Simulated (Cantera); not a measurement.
An adiabatic, constant-pressure homogeneous reactor starts with CH₄ : H₂ : O₂ : N₂ = 1 : 1.1 : 2.63 : 9.88 (molar parts), equivalence ratio 0.97, at 1075 K and 0.247 atm. Integrator tolerance rtol = 1e-08.

Cantera simulation using GRI-Mech 3.0 (53 species, 325 reactions); the numbers are that mechanism's predictions, not measurements.

Task: What does this change do: CH4 1 to 2.5 parts?

Result: 
| quantity | before | after |
|---|---|---|
| time of steepest temperature rise | 7.15 ms | 52.9 ms |
| temperature at 1.00 s | 2513 K | 2156 K |
| equilibrium temperature | 2513 K | 2156 K |
| x(CH₄) at 1.00 s | <1e-12 (gas-phase equilibrium <1e-12) | 6.82e-12 (gas-phase equilibrium 7.74e-12) |
| x(H₂) at 1.00 s | 0.0171 (gas-phase equilibrium 0.0171) | 0.194 (gas-phase equilibrium 0.194) |
| x(O₂) at 1.00 s | 0.0190 (gas-phase equilibrium 0.0190) | 1.41e-6 (gas-phase equilibrium 1.41e-6) |
| x(N₂O) at 1.00 s | 1.69e-7 (gas-phase equilibrium 1.69e-7) | 6.05e-10 (gas-phase equilibrium 5.60e-10) |
| x(C₂H) at 1.00 s | <1e-12 (gas-phase equilibrium <1e-12) | <1e-12 (gas-phase equilibrium <1e-12) |

Task: What does this change do: initial temperature 1075 to 950 K?

Result: 
```tsv
quantity	before	after
time of steepest temperature rise	7.15 ms	30.3 ms
temperature at 1.00 s	2513 K	2469 K
equilibrium temperature	2513 K	2469 K
x(CH₄) at 1.00 s	<1e-12 (gas-phase equilibrium <1e-12)	<1e-12 (gas-phase equilibrium <1e-12)
x(H₂) at 1.00 s	0.0171 (gas-phase equilibrium 0.0171)	0.0148 (gas-phase equilibrium 0.0148)
x(O₂) at 1.00 s	0.0190 (gas-phase equilibrium 0.0190)	0.0174 (gas-phase equilibrium 0.0174)
x(N₂O) at 1.00 s	1.69e-7 (gas-phase equilibrium 1.69e-7)	1.51e-7 (gas-phase equilibrium 1.51e-7)
x(C₂H) at 1.00 s	<1e-12 (gas-phase equilibrium <1e-12)	<1e-12 (gas-phase equilibrium <1e-12)
```
Below about 1000 K GRI-Mech 3.0 lacks low-temperature oxidation paths.
